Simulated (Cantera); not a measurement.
Feed: 1 mol MgSO4, 0.081 mol C, 1.4 mol H2O, held at 0.0100 bar.

These are equilibrium values from Cantera (NASA tables, ideal gas, pure condensed phases), not measurements of a reactor. Candidate condensed phases: C, C6H6, C7H8, C8H18, H2O, H2SO4, Mg, MgCO3, MgO, Mg(OH)2, MgS, MgSO4, S; 130 gas species. Kinetics and transport are ignored.

At 2175 K, list the 6 most abundant gas species with their mole fractions, and the condensed phases.

H2O 0.443, SO2 0.330, O2 0.141, OH 0.0271, CO2 0.0240, H2 0.0115. Condensed: MgO(s).
